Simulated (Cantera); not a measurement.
Si2H6 + Cl2 + N2 + HCl (silicon epitaxy and polysilicon growth)

Feed: 1 mol Si2H6, a varied amount of Cl2, 4.3 mol N2, 0.089 mol HCl, equilibrated at 1348.15 K and 3.70 mbar.

These are equilibrium values from Cantera (NASA tables, ideal gas, pure condensed phases), not measurements of a reactor. Candidate condensed phases: NH4Cl, Si, Si3N4; 28 gas species. The feed counts by its element totals alone. N2 is the only nitrogen source here; it is nearly inert below about 1500 K, so the nitride shown seldom forms there in practice. The tables' values for SiCl3 are old estimates; treat these amounts as uncertain. Equilibrium is a limit: real reactors are often held back by kinetics, nucleation or transport.

| n(Cl2) (mol) | x H2 | x N2 | x HCl | x SiCl2 | x SiCl3 | x SiCl4 | x SiHCl3 | x H | n Si3N4(s) |
|---|---|---|---|---|---|---|---|---|---|
| 0.0089 | 0.493 | 0.489 | 0.0176 | 1.68e-5 | 1.90e-7 | 1.08e-8 | 1.72e-8 | 2.68e-5 | 0.667 |
| 0.016 | 0.491 | 0.489 | 0.0199 | 2.16e-5 | 2.77e-7 | 1.78e-8 | 2.50e-8 | 2.67e-5 | 0.667 |
| 0.03 | 0.488 | 0.487 | 0.0244 | 3.28e-5 | 5.18e-7 | 4.10e-8 | 4.66e-8 | 2.66e-5 | 0.667 |
| 0.054 | 0.482 | 0.486 | 0.0321 | 5.77e-5 | 1.20e-6 | 1.26e-7 | 1.08e-7 | 2.65e-5 | 0.667 |
| 0.098 | 0.472 | 0.482 | 0.0460 | 0.000122 | 3.69e-6 | 5.60e-7 | 3.26e-7 | 2.62e-5 | 0.666 |
| 0.18 | 0.452 | 0.476 | 0.0713 | 0.000307 | 1.47e-5 | 3.53e-6 | 1.27e-6 | 2.56e-5 | 0.666 |
| 0.33 | 0.419 | 0.465 | 0.115 | 0.000878 | 7.05e-5 | 2.84e-5 | 5.87e-6 | 2.47e-5 | 0.665 |
| 0.59 | 0.366 | 0.448 | 0.183 | 0.00261 | 0.000358 | 0.000246 | 2.78e-5 | 2.31e-5 | 0.659 |
x: gas mole fraction; n: condensed amount in mol.

From 0.0089 mol Cl2 to 0.59 mol Cl2 the condensed part is Si3N4(s). The main Si-bearing gas is SiCl2 throughout.
